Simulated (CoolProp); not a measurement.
Model: reference Helmholtz-energy equation of state, Thol 2015, in CoolProp.

For octamethylcyclotetrasiloxane (D4), give the phase and the expansivity (1/kK), fugacity coefficient at 138.95 °C and 53 bar.


- 138.95 °C and 53 bar: liquid; expansivity 1.37, fugacity coefficient 0.0113
